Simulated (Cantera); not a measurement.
A closed system holds: 1 mol SiH2Cl2, 0.041 mol Cl2, a varied amount of N2, at 1675 K and 133 Pa.

Cantera equilibrium calculation (NASA polynomials, part measured and part estimated; ideal gas, pure solids and liquids). Candidate condensed phases: NH4Cl, Si, Si3N4; 28 gas species. The tables' values for SiCl, SiCl3 are old estimates; treat these amounts as uncertain. Rates play no part.

Q: At 92 mol N2, list the 4 most abundant gas species with their mole fractions, and the condensed phases.

A: N2 0.978, SiCl2 0.00856, H2 0.00812, HCl 0.00475. Condensed: Si3N4(s).
